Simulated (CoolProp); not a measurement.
Vapour-liquid equilibrium of dimethyl carbonate (1) + n-heptane (2) at 1340 kPa; x and y are mole fractions of (1).

The numbers come from the multi-fluid Helmholtz-energy mixture model, Zhou 2011 and Span 2003; pair parameters Bell 2016 in CoolProp.

**Question.** Give the bubble temperature and the first vapour's composition at x = 0.425, 0.575, 0.8. Is there an azeotrope?

**Answer.** x = 0.425: 468.5 K, y = 0.515; x = 0.575: 466.4 K, y = 0.612; x = 0.8: 466.8 K, y = 0.764. y crosses x between x = 0.65 and 0.725: the model has an azeotrope there.

Pair parameters are fitted to limited data, so mixtures are less certain than the pure fluids.
